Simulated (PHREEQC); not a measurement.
PHREEQC input (Pitzer model, pitzer.dat):

```
SOLUTION 1
  temp 20
  units mol/kgw
  pH 7 charge
  Cl 0.0226
  K 0.0036
  Na 0.057
  S(6) 0.0091
  B 0.0396
END
USE solution 1
INCREMENTAL_REACTIONS false
REACTION 1
  H2O -1
  0 9.886 18.011 24.689 30.178 34.689 38.397 41.444
  43.949 46.007 47.699 49.089 50.232 51.172 51.944 52.578
  53.1 53.528 53.88 54.17 54.408 54.603 54.764 54.896
  55.005 55.094 55.168 55.228 moles
EQUILIBRIUM_PHASES 1
  Arcanite 0 0
  Glaserite 0 0
  Halite 0 0
  Mirabilite 0 0
  Misenite 0 0
  Sylvite 0 0
  Thenardite 0 0
  Borax 0 0
  Boric_acid,s 0 0
  KB5O8:4H2O 0 0
  K2B4O7:4H2O 0 0
  NaBO2:4H2O 0 0
  NaB5O8:5H2O 0 0
  Teepleite 0 0
SELECTED_OUTPUT 1
  -reset false
  -pH true
  -pe true
  -ionic_strength true
  -water true
  -activities H2O
  -totals B Cl K Na S
  -molalities H+ Na+ K+ Cl- SO4-2 B(OH)3 OH- HSO4- B(OH)4- B3O3(OH)4-
    B4O5(OH)4-2
  -equilibrium_phases Arcanite Glaserite Halite Mirabilite Misenite Sylvite Thenardite Borax Boric_acid,s KB5O8:4H2O
    K2B4O7:4H2O NaBO2:4H2O NaB5O8:5H2O Teepleite
PRINT
  -reset false
END
```

Selected output (columns that matter, 17 of 28 rows; water left (kg) added in front):

```
water left (kg)	pH	mu	B	Cl	K	Na	S	m_H+	m_Na+	m_K+	la_H2O	Mirabilite	Thenardite	Borax
1	9.137	0.069752	0.0396	0.0226	0.0036	0.057	0.0091	9.2339e-10	0.057	0.0036	-0.00094643	0	0	0
0.675543	9.1267	0.10341	0.058619	0.033455	0.005329	0.084377	0.013471	9.7947e-10	0.084377	0.005329	-0.0013716	0	0	0
0.555256	9.123	0.12601	0.071318	0.040702	0.0064835	0.10266	0.016389	1.0065e-09	0.10266	0.0064835	-0.0016454	0	0	0
0.375165	9.1191	0.18753	0.10555	0.06024	0.0095958	0.15193	0.024256	1.0554e-09	0.15193	0.0095958	-0.0023474	0	0	0
0.253561	9.1193	0.28008	0.15618	0.08913	0.014198	0.2248	0.035889	1.0965e-09	0.2248	0.014198	-0.0033103	0	0	0
0.208483	9.1202	0.34269	0.18994	0.1084	0.017268	0.2734	0.043649	1.1147e-09	0.2734	0.017268	-0.0039179	0	0	0
0.141027	9.1219	0.51356	0.2808	0.16025	0.025527	0.40418	0.064526	1.1481e-09	0.40418	0.025527	-0.0054665	0	0	0
0.0954803	9.1202	0.7675	0.4115	0.2367	0.037704	0.59536	0.095308	1.1793e-09	0.59536	0.037704	-0.0076016	0	0	7.7548e-05
0.0642134	9.0714	0.99285	0.36417	0.35195	0.056063	0.7614	0.14171	1.3091e-09	0.7614	0.056063	-0.0096745	0	0	0.0040539
0.0526507	9.0432	1.1503	0.34251	0.42924	0.068375	0.8778	0.17284	1.3827e-09	0.8778	0.068375	-0.011122	0	0	0.0053917
0.035348	8.9788	1.5919	0.30544	0.63936	0.10184	1.2051	0.25744	1.5333e-09	1.2051	0.10184	-0.015215	0	0	0.0072009
0.0236744	8.9025	2.2715	0.27772	0.95462	0.15206	1.7102	0.38438	1.6499e-09	1.7102	0.15206	-0.021698	0	0	0.0082563
0.0193514	8.859	2.7362	0.2672	1.1679	0.18603	2.0559	0.47025	1.672e-09	2.0559	0.18603	-0.026311	0	0	0.0086073
0.01289	8.7586	4.0198	0.25162	1.7533	0.27929	3.0118	0.70597	1.5754e-09	3.0118	0.27929	-0.040056	0	0	0.0090892
0.00851934	8.6338	5.9997	0.2411	2.6528	0.42257	4.4871	1.0682	1.2022e-09	4.4871	0.42257	-0.064892	0	0	0.0093865
0.00659445	8.5608	6.9246	0.23482	3.4271	0.54591	5.238	1.1197	9.2113e-10	5.238	0.54591	-0.083606	0.0017162	0	0.0095129
0.00447687	8.4438	8.5283	0.22922	5.0482	0.80413	6.5897	1.1155	5.1151e-10	6.5897	0.80413	-0.12585	0	0.004106	0.0096435
```

Species that the database lacks are ignored.
